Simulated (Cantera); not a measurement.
Input (Python, Cantera) and output of one run.

```python
import numpy as np
import cantera as ct

gas_names = """
    CL CL2 Fe FeCL FeCL2 FeCL3 Fe2CL4 Fe2CL6 H HCL H2
""".split()
cond_names = """
    Fe(a) Fe(c) Fe(d) Fe(L) FeCL2(s) FeCL2(L) FeCL3(s) FeCL3(L)
""".split()


# ... load() reads the species with a 1 bar reference pressure and builds the phases ...
atoms = {
    'FeCl3': {'Fe': 1, 'CL': 3},
    'H2': {'H': 2},
}
top_T = {}  # K; cautious upper limits of use, not melting points


# ... equilibrate(T, P, feed) seeds the gas with the atoms and calls Mixture.equilibrate('TP', solver="vcs", rtol=1e-11, max_steps=5000) ...
results = []
feed = {'FeCl3': 1, 'H2': 0.1}  # mol
P = 340  # Pa
for T in [873, 973, 1073, 1173, 1273, 1373, 1473, 1573, 1673, 1773, 1873, 1973, 2073, 2173]:
    mix = equilibrate(T, P, feed)
    results.append((T, P, feed, dict(zip(mix.species_names, mix.species_moles))))

top = {s: max(r[3][s] / sum(r[3][g] for g in gas_names) for r in results) for s in gas_names}
cols = sorted((s for s in top if top[s] > 1e-05), key=lambda s: -top[s])[:7]
seen = [c for c in cond_names if any(r[3].get(c, 0) > 1e-12 for r in results)]
print("log10 of partial pressures in bar; condensed amounts in mol")
print(f"{'T/K':>10s}" + "".join(f"{s[:9]:>10s}" for s in cols + seen))
for T, P, feed, n in results:
    ng = sum(n[g] for g in gas_names)
    print(f"{T:10.4g}" + "".join(f"{np.log10(max(n[s] / ng * P / 1e5, 1e-99)):10.3f}" for s in cols)
          + "".join(f"{n.get(c, 0):10.4g}" for c in seen))
```

It prints:

```
log10 of partial pressures in bar; condensed amounts in mol
       T/K     FeCL3     FeCL2        CL       HCL       CL2    Fe2CL6    Fe2CL4
       873    -2.668    -3.283    -7.028    -3.230    -5.349    -4.001    -4.418
       973    -2.680    -3.177    -5.702    -3.252    -4.223    -4.869    -5.090
      1073    -2.782    -3.010    -4.797    -3.277    -3.657    -5.752    -5.470
      1173    -2.967    -2.867    -4.149    -3.311    -3.396    -6.678    -5.774
      1273    -3.225    -2.783    -3.667    -3.348    -3.308    -7.657    -6.101
      1373    -3.544    -2.750    -3.316    -3.384    -3.355    -8.687    -6.454
      1473    -3.919    -2.749    -3.083    -3.419    -3.539    -9.769    -6.812
      1573    -4.333    -2.758    -2.956    -3.445    -3.852   -10.884    -7.145
      1673    -4.754    -2.765    -2.900    -3.459    -4.242   -11.975    -7.433
      1773    -5.153    -2.768    -2.880    -3.465    -4.646   -12.992    -7.683
      1873    -5.520    -2.769    -2.872    -3.467    -5.030   -13.918    -7.901
      1973    -5.853    -2.769    -2.869    -3.469    -5.382   -14.755    -8.096
      2073    -6.156    -2.771    -2.866    -3.471    -5.703   -15.513    -8.274
      2173    -6.434    -2.780    -2.859    -3.481    -5.983   -16.205    -8.449
```

Method: chemical equilibrium by Gibbs-energy minimisation in Cantera with the NASA 1993 tables (ideal gas, pure condensed phases).
